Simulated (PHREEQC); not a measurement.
Reverse-osmosis reject (model solution)

Model water analysis in mmol/kgw, 40 °C, pH 6.68:

```json
[
 {"constituent": "Na", "mmol/kgw": "110"},
 {"constituent": "K", "mmol/kgw": "0.0442"},
 {"constituent": "Ca", "mmol/kgw": "13"},
 {"constituent": "Mg", "mmol/kgw": "0.386"},
 {"constituent": "Cl", "mmol/kgw": "81.1"},
 {"constituent": "S(6)", "mmol/kgw": "28.8"},
 {"constituent": "Alkalinity (meq/kgw)", "mmol/kgw": "0.0444"}
]
```

Valence states are taken as typed.

All values are PHREEQC results (Pitzer model, pitzer.dat), not measurements.

```
Item                         Result
--------------------  -------------
ionic strength        0.180 mol/kgw
specific conductance    17900 µS/cm
density                 0.999 g/cm³
osmotic coefficient           0.866
charge-balance error         -0.7 %
```

```tsv
species	molality	activity	log γ
Na+	0.110	0.0817	-0.129
Cl-	0.0811	0.0585	-0.142
SO4-2	0.0288	0.00627	-0.662
Ca+2	0.0130	0.00288	-0.655
Mg+2	0.000386	9.97e-5	-0.588
HCO3-	4.47e-5	3.53e-5	-0.102
K+	4.42e-5	3.21e-5	-0.138
CO2	1.40e-5	1.43e-5	0.012
H+	2.85e-7	2.09e-7	-0.135
HSO4-	2.61e-7	1.91e-7	-0.135
OH-	2.06e-7	1.40e-7	-0.169
CO3-2	4.08e-8	9.90e-9	-0.616
MgOH+	3.26e-9	2.57e-9	-0.104
MgCO3	1.04e-9	1.04e-9	0.000
```

Precipitation was switched off in this run. Species that the database lacks are ignored. At this temperature some constants are extrapolated from 25 °C, and those without enthalpy data are left unchanged.
